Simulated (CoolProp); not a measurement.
R143a along the isotherm 249.4 K: fugacity coefficient from the reference equation and from simpler models built on Tc = 345.9 K, pc = 3762 kPa, ω = 0.261; each cubic takes its own stable root.

Values from CoolProp's reference Helmholtz-energy equation of state, Lemmon and Jacobsen 2000.

```csv
p (kPa),phase,reference,van der Waals,Redlich-Kwong,Soave-Redlich-Kwong,Peng-Robinson
1710,liquid,0.1544,0.4603,0.2362,0.1596,0.1570
3420,liquid,0.08218,0.2570,0.1275,0.08594,0.08378
5130,liquid,0.05830,0.1909,0.09173,0.06164,0.05960
6840,liquid,0.04652,0.1593,0.07417,0.04972,0.04767
8550,liquid,0.03958,0.1416,0.06392,0.04275,0.04066
10300,liquid,0.03499,0.1307,0.05723,0.03819,0.03602
12000,liquid,0.03191,0.1243,0.05284,0.03519,0.03293
13700,liquid,0.02969,0.1205,0.04976,0.03308,0.03071
15400,liquid,0.02805,0.1186,0.04757,0.03156,0.02907
17100,liquid,0.02682,0.1180,0.04601,0.03048,0.02786
18800,liquid,0.02590,0.1185,0.04493,0.02972,0.02696
```
